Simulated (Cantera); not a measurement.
What does this Cantera script print?

```python
import numpy as np
import cantera as ct

gas = ct.Solution("gri30.yaml")
gas.TPX = 1375, 180000, {'N2O': 1, 'H2': 0.017, 'N2': 4.2}
reactor = ct.IdealGasConstPressureReactor(gas, energy="off", clone=False)
net = ct.ReactorNet([reactor])
net.rtol, net.atol = 1e-08, 1e-18
show = ['N2O', 'H2', 'NO', 'H2O2', 'H']
times = np.geomspace(0.0008, 4, 13)

steps = ct.SolutionArray(gas, extra=["t"])
rows = []
print(f"{'t/s':>10s}{'T/K':>9s}{'P/Pa':>11s}" + "".join(f"{s:>11s}" for s in show))
for t in times:
    while net.time < t:
        t_next = net.step()
        steps.append(gas.state, t=t_next)
    rows.append([np.interp(t, steps.t, y) for y in (steps.T, steps.P, *steps(*show).X.T)])
    print(f"{t:10.3e}{rows[-1][0]:9.1f}{rows[-1][1]:11.4g}" + "".join(f"{x:11.3e}" for x in rows[-1][2:]))
rate = np.gradient(steps.T, steps.t)
print("integrator steps:", len(steps.t))
if steps.T.max() > steps.T[0] + 200:
    print(f"time of steepest temperature rise: {steps.t[rate.argmax()]:.4e} s")
gas.TPX = 1375, 180000, {'N2O': 1, 'H2': 0.017, 'N2': 4.2}
gas.equilibrate("TP")
print(f"equilibrium (TP): T = {gas.T:.1f} K  " + "  ".join(f"{s} {gas[s].X[0]:.3e}" for s in show))
```

Output:

```
       t/s      T/K       P/Pa        N2O         H2         NO       H2O2          H
 8.000e-04   1375.0    1.8e+05  1.857e-01  2.508e-04  5.017e-04  2.607e-08  6.491e-07
 1.627e-03   1375.0    1.8e+05  1.824e-01  4.339e-05  9.517e-04  1.273e-08  1.391e-07
 3.308e-03   1375.0    1.8e+05  1.764e-01  2.401e-06  1.845e-03  9.379e-09  6.457e-08
 6.727e-03   1375.0    1.8e+05  1.650e-01  1.481e-07  3.528e-03  9.027e-09  5.884e-08
 1.368e-02   1375.0    1.8e+05  1.447e-01  1.215e-07  6.442e-03  8.633e-09  5.362e-08
 2.782e-02   1375.0    1.8e+05  1.127e-01  1.004e-07  1.079e-02  7.663e-09  4.384e-08
 5.657e-02   1375.0    1.8e+05  7.134e-02  7.469e-08  1.575e-02  5.924e-09  2.949e-08
 1.150e-01   1375.0    1.8e+05  3.228e-02  4.458e-08  1.934e-02  3.567e-09  1.379e-08
 2.339e-01   1375.0    1.8e+05  8.501e-03  1.753e-08  2.057e-02  1.352e-09  3.296e-09
 4.757e-01   1375.0    1.8e+05  8.044e-04  4.600e-09  2.073e-02  2.749e-10  3.827e-10
 9.673e-01   1375.0    1.8e+05  8.395e-06  2.516e-09  2.079e-02  1.062e-10  1.312e-10
 1.967e+00   1375.0    1.8e+05  1.705e-07  2.486e-09  2.079e-02  1.038e-10  1.283e-10
 4.000e+00   1375.0    1.8e+05  1.697e-07  2.486e-09  2.078e-02  1.038e-10  1.283e-10
integrator steps: 1825
equilibrium (TP): T = 1375.0 K  N2O 4.014e-08  H2 2.331e-09  NO 4.340e-04  H2O2 1.106e-10  H 1.241e-10
```

Model: GRI-Mech 3.0 (53 species, 325 reactions), integrated in Cantera. GRI-Mech 3.0 was tuned for natural gas; its chemistry of N2O as a main component is partial and can be far from experiment. The mechanism lacks the step 2 NO + O2 → 2 NO2, which can matter for NO2 below about 1400 K. The temperature is held fixed by assumption; the heat of reaction is taken as removed at once.
